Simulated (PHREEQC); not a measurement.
0.03 g of hydrous ferric oxide (600 m²/g; 0.2 weak and 0.005 strong sites per Fe, Dzombak-Morel constants, diffuse double layer) in 1 kg of water with 0.001 mol/kgw of an inert sodium salt and 0.00033 mmol/kgw BaCl2, at 25 °C; the pH is set by adding NaOH or the inert anion's acid. O2 is buffered at 0.21 atm. The system is closed to CO2. No solid was allowed to form.

All values are PHREEQC results (ion-association model, wateq4f.dat), not measurements.

| pH | Ba sorbed (%) | surface charge σ (C/m²) | surface potential ψ (mV) |
|---|---|---|---|
| 4 | 0.0 | 0.117 | 210 |
| 4.38 | 0.0 | 0.086 | 196 |
| 4.75 | 0.0 | 0.063 | 180 |
| 5.12 | 0.0 | 0.045 | 164 |
| 5.5 | 0.0 | [?] | 145 |
| 5.88 | 0.0 | 0.021 | 126 |
| 6.25 | 0.0 | 0.014 | 106 |
| 6.62 | 0.0 | 0.009 | 85 |
| 7 | 0.2 | [?] | [?] |
| 7.38 | 1.2 | 0.003 | 42 |
| 7.75 | 5.9 | 0.002 | 21 |
| 8.12 | 24.1 | 0.000 | 0 |
| 8.5 | 61.2 | [?] | -22 |
| 8.88 | 88.8 | -0.004 | -44 |
| 9.25 | 97.6 | -0.006 | [?] |
| 9.62 | 99.5 | -0.010 | -85 |
| 10 | 99.9 | -0.015 | -106 |

Q: What belongs in the gaps?

A: 
- 5.5, surface charge σ (C/m²): 0.031
- 7, surface charge σ (C/m²): 0.006
- 7, surface potential ψ (mV): 64
- 8.5, surface charge σ (C/m²): -0.002
- 9.25, surface potential ψ (mV): -65
